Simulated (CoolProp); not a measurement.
A Linde-Hampson liquefier for CF4 (R14): isothermal reversible compression at 250 K from 1 atm to 15 MPa, throttling to 1 atm, return gas leaving the recuperator 0 K below the feed. Each further row changes one setting.

Values from CoolProp's reference Helmholtz-energy equation of state, Platzer 1990. This equation is an older, rougher fit; its heat capacities, sound speeds and derivatives of the liquid may be far off and weren't checked against measurements.

| case | liquid yield per pass | compression work (kJ/kg of gas) |
|---|---|---|
| as stated | 0.425 | 95.7 |
| high pressure 30 MPa | 0.436 | ? |
| warm-end temperature 280 K | ? | ? |
| warm-end gap 5 K | 0.416 | 95.7 |

### Question
Fill in the missing entries.

### Answer

- high pressure 30 MPa, compression work (kJ/kg of gas): 109
- warm-end temperature 280 K, liquid yield per pass: 0.309
- warm-end temperature 280 K, compression work (kJ/kg of gas): 116
